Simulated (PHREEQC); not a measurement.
Solution (65 °C): 1.2 mmol/kgw NaH2PO4 and 0.063 mmol/kgw K2HPO4. Closed to the air; pH follows from the charge balance.

Equilibrium calculation in PHREEQC: ion-association model, phreeqc.dat.

This is a speciation only: nothing precipitates in the calculation.

Predict the pH, ionic strength.

pH 5.80; ionic strength 0.00139 mol/kgw.

In which forms is P present?

H2PO4- 95 %, HPO4-2 5.1 % of the P.

At this temperature some constants are extrapolated from 25 °C, and those without enthalpy data are left unchanged.
